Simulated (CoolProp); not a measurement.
Ammonia along the isotherm 339.6 K: Z from the reference equation and from simpler models built on Tc = 405.6 K, pc = 113.6 bar, ω = 0.256; each cubic takes its own stable root.

Values from CoolProp's reference Helmholtz-energy equation of state, Gao 2020.

```json
[
 {"p (bar)": "0.898", "phase": "gas", "reference": "0.9944"},
 {"p (bar)": "1.32", "phase": "gas", "reference": "0.9917"},
 {"p (bar)": "1.94", "phase": "gas", "reference": "0.9878"},
 {"p (bar)": "2.84", "phase": "gas", "reference": "0.9820"},
 {"p (bar)": "4.17", "phase": "gas", "reference": "0.9734"},
 {"p (bar)": "6.12", "phase": "gas", "reference": "0.9605"},
 {"p (bar)": "8.98", "phase": "gas", "reference": "0.9411"},
 {"p (bar)": "13.2", "phase": "gas", "reference": "0.9111"},
 {"p (bar)": "19.4", "phase": "gas", "reference": "0.8635"},
 {"p (bar)": "28.4", "phase": "gas", "reference": "0.7835"},
 {"p (bar)": "41.7", "phase": "liquid", "reference": "0.04698"},
 {"p (bar)": "61.2", "phase": "liquid", "reference": "0.06850"},
 {"p (bar)": "89.8", "phase": "liquid", "reference": "0.09964"},
 {"p (bar)": "132", "phase": "liquid", "reference": "0.1447"},
 {"p (bar)": "194", "phase": "liquid", "reference": "0.2095"},
 {"p (bar)": "284", "phase": "liquid", "reference": "0.3009"}
]
```

### Question
How far does each simpler model (van der Waals, Redlich-Kwong, Soave-Redlich-Kwong, Peng-Robinson) lie from the reference over these 16 states: mean and median of the absolute difference, and the worst?

### Answer
- van der Waals: mean 127.3 %, median 4.9 %, worst +1595.8 % at 339.6 K and 41.7 bar
- Redlich-Kwong: mean 13.5 %, median 3.0 %, worst +36.0 % at 339.6 K and 41.7 bar
- Soave-Redlich-Kwong: mean 11.2 %, median 2.2 %, worst +28.9 % at 339.6 K and 41.7 bar
- Peng-Robinson: mean 5.4 %, median 1.5 %, worst +13.7 % at 339.6 K and 41.7 bar

At some of these states van der Waals gives the other phase, because its saturation line lies elsewhere.
